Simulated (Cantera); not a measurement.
An isothermal, constant-pressure homogeneous reactor starts with 10.8 % C3H8, 88.2 % H2, 1.03 % N2, at 1550 K and 0.0132 atm.

Detailed kinetics in Cantera: GRI-Mech 3.0 (53 species, 325 reactions). GRI-Mech 3.0 was tuned for natural gas; its chemistry of propane as a main component is partial and can be far from experiment. GRI-Mech 3.0 stops at C3 and has no aromatics, soot or wall deposition, so with more carbon than oxygen in the feed, carbon stays in small species such as C2H2 where larger ones or solid carbon would form. Radical loss at walls, strong at low pressure, is not modelled.

Task: Predict: x(H2) at 3.00 s; x(CH3) at 3.00 s; x(C2H4) at 3.00 s; x(C2H6) at 3.00 s; x(C2H2) at 3.00 s; x(CH4) at 3.00 s.

Result: 
```json
{
 "x(H2) at 3.00 s": "0.830 (gas-phase equilibrium 0.869)",
 "x(CH3) at 3.00 s": "0.000276 (gas-phase equilibrium 1.11e-5)",
 "x(C2H4) at 3.00 s": "0.000356 (gas-phase equilibrium 0.000234)",
 "x(C2H6) at 3.00 s": "6.17e-6 (gas-phase equilibrium 1.62e-8)",
 "x(C2H2) at 3.00 s": "0.0976 (gas-phase equilibrium 0.116)",
 "x(CH4) at 3.00 s": "0.0633 (gas-phase equilibrium 0.00185)"
}
```
